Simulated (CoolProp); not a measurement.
Vapour-liquid equilibrium of CH2F2 (R32) (1) + fluoroethane (R161) (2) at 280 K; x and y are mole fractions of (1).

Values from CoolProp's multi-fluid Helmholtz-energy mixture model, Tillner-Roth 1997 and Wu 2012; pair parameters Bell 2016.

| x | bubble pressure, mixture model (kPa) | bubble pressure, Raoult's law (kPa) | y, mixture model | y, Raoult's law |
|---|---|---|---|---|
| 0.05 | 574.1 | 567.3 | 0.093 | 0.089 |
| 0.15 | 629.5 | 613.6 | 0.246 | 0.246 |
| 0.25 | ___ | 659.9 | 0.372 | 0.381 |
| 0.35 | 727.7 | 706.1 | 0.480 | 0.499 |
| 0.45 | 772.8 | 752.4 | ___ | 0.602 |
| 0.55 | 816.5 | 798.7 | 0.664 | 0.693 |
| 0.65 | ___ | 845.0 | 0.746 | 0.775 |
| 0.75 | 901.5 | 891.2 | 0.823 | 0.847 |
| 0.85 | 943.5 | 937.5 | 0.897 | 0.913 |
| 0.95 | ___ | 983.8 | ___ | 0.972 |

Question: Fill in the missing entries.

Answer: 
- 0.25, bubble pressure, mixture model (kPa): 680.2
- 0.45, y, mixture model: 0.577
- 0.65, bubble pressure, mixture model (kPa): 859.2
- 0.95, bubble pressure, mixture model (kPa): 985.7
- 0.95, y, mixture model: 0.966

The largest gap from Raoult's law is +3.1 % in bubble pressure, at x = 0.25. No azeotrope shows between x = 0.05 and 0.95.

Pair parameters are fitted to limited data, so mixtures are less certain than the pure fluids.
